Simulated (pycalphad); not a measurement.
**Effect of Si content in Ti-V-Si**

Source of the numbers: pycalphad with the COST 507 light-alloy database (1999); pressure 1 atm. The database dates from 1999; later assessments differ in places, in temperatures and in the compounds included. The system is extrapolated from its subsystems; higher-order compounds may be missing. Amounts are mole fractions of atoms. Diffusion is slow at the low end, where real alloys seldom reach equilibrium.

| alloy | liquidus (K) | first solid | solidus (K) | phases at 825 K |
|---|---|---|---|---|
| Ti-0.93V-0.12Si (at.%) | 1936 | bcc | 1922 | hcp 1.00 |
| Ti-0.93V-0.24Si (at.%) | 1933 | bcc | 1906 | hcp 1.00 |
| Ti-0.93V-0.49Si (at.%) | 1929 | bcc | 1872 | hcp 1.00, SITI3 under 0.01 |
| Ti-0.93V-0.73Si (at.%) | 1924 | bcc | 1842 | hcp 0.99, SITI3 0.01 |
| Ti-0.93V-1.47Si (at.%) | 1911 | bcc | 1769 | hcp 0.96, SITI3 0.04 |
| Ti-0.93V-1.96Si (at.%) | 1903 | bcc | 1733 | hcp 0.94, SITI3 0.06 |

Database names, with the compositions (at.%) that they take in these runs: SITI3: Ti 75 Si 25.
